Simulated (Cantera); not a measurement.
**Thermodynamics of silicon oxide and oxynitride deposition, feed SiH2Cl2 + O2 + H2**

Feed: 1 mol SiH2Cl2, 0.3 mol O2, a varied amount of H2, equilibrated at 900 K and 0.250 bar.

Cantera equilibrium calculation (NASA polynomials, part measured and part estimated; ideal gas, pure solids and liquids). Candidate condensed phases: H2O, Si, SiO2; 30 gas species. The tables' values for SiCl3 are old estimates; treat these amounts as uncertain. Rates play no part.

```tsv
n(H2) (mol)	x H2	x SiCl4	x SiHCl3	x HCl	x SiH2Cl2	x SiCl3	n Si(s)	n SiO2(β-quartz)
1.6	0.820	0.126	0.0459	0.00638	0.00159	0.000422	0.167	0.300
3.7	0.890	0.0711	0.0312	0.00576	0.00130	0.000275	0.163	0.300
5.7	0.919	0.0496	0.0242	0.00535	0.00112	0.000210	0.162	0.300
7.8	0.937	0.0373	0.0197	0.00503	0.000989	0.000170	0.161	0.300
9.8	0.947	0.0300	0.0168	0.00479	0.000897	0.000144	0.160	0.300
12	0.955	0.0246	0.0146	0.00458	0.000819	0.000124	0.160	0.300
14	0.961	0.0210	0.0130	0.00441	0.000761	0.000110	0.160	0.300
16	0.965	0.0183	0.0117	0.00427	0.000714	9.94e-5	0.160	0.300
18	0.968	0.0162	0.0107	0.00415	0.000674	9.07e-5	0.161	0.300
20	0.971	0.0145	0.00988	0.00404	0.000639	8.34e-5	0.161	0.300
22	0.973	0.0131	0.00916	0.00395	0.000608	7.72e-5	0.161	0.300
24	0.975	0.0119	0.00854	0.00386	0.000582	7.20e-5	0.162	0.300
26	0.977	0.0109	0.00801	0.00378	0.000558	6.74e-5	0.162	0.300
```
x: gas mole fraction; n: condensed amount in mol.

From 1.6 mol H2 to 26 mol H2 the condensed part is Si(s) + SiO2(β-quartz). The main Si-bearing gas is SiCl4 throughout.
